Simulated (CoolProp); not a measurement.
A Linde-Hampson liquefier for oxygen: isothermal reversible compression at 300 K from 1 atm to 25 MPa, throttling to 1 atm, return gas leaving the recuperator 0 K below the feed. Each further row changes one setting.

Computed with CoolProp (reference Helmholtz-energy equation of state, Schmidt 1985).

```tsv
case	liquid yield per pass	compression work (kJ/kg of gas)
as stated	0.123	422
high pressure 50 MPa	[?]	477
warm-end temperature 330 K	0.094	[?]
warm-end gap 5 K	[?]	422
```

Problem. Fill in the missing entries.

Solution. 
- high pressure 50 MPa, liquid yield per pass: 0.163
- warm-end temperature 330 K, compression work (kJ/kg of gas): 468
- warm-end gap 5 K, liquid yield per pass: 0.113

Above 300 K oxygen's equation is extrapolated.
